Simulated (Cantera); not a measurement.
A freely propagating, adiabatic, planar premixed flame of 21.3 % CO, 0.745 % H₂, 5.11 % CH₄, 15.2 % O₂, 57.0 % N₂, 0.702 % CO₂, equivalence ratio 1.4, unburnt at 473 K and 10.0 bar; mixture-averaged transport, grid criteria slope 0.08 and curve 0.16, no radiation.

Model: GRI-Mech 3.0 (53 species, 325 reactions), integrated in Cantera. Burning velocities carry a grid error of a few per cent, more on coarse grids.

x: mole fraction of selected species; z is measured from the peak of heat release.

```json
[
 {"z (mm)": "-0.136", "T (K)": "473", "u (m/s)": "0.640", "x CO": "0.213", "x H₂": "0.00773", "x CH₄": "0.0510", "x HCO": "<1e-8", "x C₂H₄": "<1e-8", "x HCN": "<1e-8"},
 {"z (mm)": "-0.0905", "T (K)": "475", "u (m/s)": "0.643", "x CO": "0.212", "x H₂": "0.00833", "x CH₄": "0.0509", "x HCO": "<1e-8", "x C₂H₄": "(withheld)", "x HCN": "<1e-8"},
 {"z (mm)": "-0.0678", "T (K)": "483", "u (m/s)": "0.655", "x CO": "0.212", "x H₂": "0.00908", "x CH₄": "0.0506", "x HCO": "<1e-8", "x C₂H₄": "(withheld)", "x HCN": "<1e-8"},
 {"z (mm)": "-0.0452", "T (K)": "544", "u (m/s)": "0.739", "x CO": "0.211", "x H₂": "0.0106", "x CH₄": "0.0486", "x HCO": "<1e-8", "x C₂H₄": "(withheld)", "x HCN": "2.88e-8"},
 {"z (mm)": "-0.0226", "T (K)": "940", "u (m/s)": "1.28", "x CO": "0.203", "x H₂": "0.0132", "x CH₄": "0.0356", "x HCO": "2.23e-7", "x C₂H₄": "(withheld)", "x HCN": "3.60e-7"},
 {"z (mm)": "-0.0113", "T (K)": "1367", "u (m/s)": "1.85", "x CO": "0.193", "x H₂": "0.0145", "x CH₄": "0.0206", "x HCO": "7.33e-6", "x C₂H₄": "(withheld)", "x HCN": "9.31e-7"},
 {"z (mm)": "0", "T (K)": "1784", "u (m/s)": "2.40", "x CO": "0.177", "x H₂": "0.0146", "x CH₄": "0.00561", "x HCO": "2.58e-5", "x C₂H₄": "(withheld)", "x HCN": "1.91e-6"},
 {"z (mm)": "0.0113", "T (K)": "2001", "u (m/s)": "2.65", "x CO": "0.154", "x H₂": "0.0129", "x CH₄": "0.000515", "x HCO": "1.14e-5", "x C₂H₄": "(withheld)", "x HCN": "2.04e-6"},
 {"z (mm)": "0.0226", "T (K)": "2096", "u (m/s)": "2.75", "x CO": "0.136", "x H₂": "0.0123", "x CH₄": "2.60e-5", "x HCO": "2.37e-6", "x C₂H₄": "(withheld)", "x HCN": "1.01e-6"},
 {"z (mm)": "0.0452", "T (K)": "2187", "u (m/s)": "2.84", "x CO": "0.123", "x H₂": "0.0127", "x CH₄": "9.63e-8", "x HCO": "1.12e-6", "x C₂H₄": "<1e-8", "x HCN": "1.88e-7"},
 {"z (mm)": "0.0905", "T (K)": "2260", "u (m/s)": "2.92", "x CO": "0.118", "x H₂": "0.0127", "x CH₄": "<1e-8", "x HCO": "6.49e-7", "x C₂H₄": "<1e-8", "x HCN": "1.71e-8"},
 {"z (mm)": "0.181", "T (K)": "2305", "u (m/s)": "2.97", "x CO": "0.116", "x H₂": "0.0125", "x CH₄": "<1e-8", "x HCO": "3.44e-7", "x C₂H₄": "<1e-8", "x HCN": "<1e-8"},
 {"z (mm)": "0.362", "T (K)": "2326", "u (m/s)": "3.00", "x CO": "0.115", "x H₂": "0.0123", "x CH₄": "<1e-8", "x HCO": "1.80e-7", "x C₂H₄": "<1e-8", "x HCN": "<1e-8"}
]
```

**Question.** Complete the blanks.

**Answer.** 
- -0.0905, x C₂H₄: 4.67e-8
- -0.0678, x C₂H₄: 3.11e-7
- -0.0452, x C₂H₄: 3.67e-6
- -0.0226, x C₂H₄: 4.60e-5
- -0.0113, x C₂H₄: 0.000102
- 0, x C₂H₄: 7.91e-5
- 0.0113, x C₂H₄: 5.67e-6
- 0.0226, x C₂H₄: 8.43e-8
